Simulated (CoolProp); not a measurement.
Vapour-liquid equilibrium of n-hexane (1) + toluene (2) at 34.85 °C; x and y are mole fractions of (1).

Values from CoolProp's multi-fluid Helmholtz-energy mixture model, Thol 2019 and Lemmon 2006; pair parameters Bell 2016.

```json
[
 {"x": "0.05", "bubble pressure (bar)": "0.08293", "y at the bubble point": "0.287", "dew pressure at overall composition x (bar)": "0.06485", "liquid density (mol/L)": "…"},
 {"x": "0.2", "bubble pressure (bar)": "…", "y at the bubble point": "0.618", "dew pressure at overall composition x (bar)": "0.07523", "liquid density (mol/L)": "8.859"},
 {"x": "0.35", "bubble pressure (bar)": "0.1722", "y at the bubble point": "0.748", "dew pressure at overall composition x (bar)": "0.08944", "liquid density (mol/L)": "8.576"},
 {"x": "0.5", "bubble pressure (bar)": "0.2048", "y at the bubble point": "0.825", "dew pressure at overall composition x (bar)": "0.1100", "liquid density (mol/L)": "8.306"},
 {"x": "0.65", "bubble pressure (bar)": "0.2346", "y at the bubble point": "…", "dew pressure at overall composition x (bar)": "0.1416", "liquid density (mol/L)": "8.048"},
 {"x": "0.8", "bubble pressure (bar)": "0.2638", "y at the bubble point": "0.935", "dew pressure at overall composition x (bar)": "0.1933", "liquid density (mol/L)": "7.803"},
 {"x": "0.95", "bubble pressure (bar)": "0.2939", "y at the bubble point": "0.984", "dew pressure at overall composition x (bar)": "0.2729", "liquid density (mol/L)": "7.569"}
]
```

**Question.** Fill in the missing entries.

**Answer.** 
- 0.05, liquid density (mol/L): 9.155
- 0.2, bubble pressure (bar): 0.1335
- 0.65, y at the bubble point: 0.884

No azeotrope shows between x = 0.05 and 0.95.

Pair parameters are fitted to limited data, so mixtures are less certain than the pure fluids.
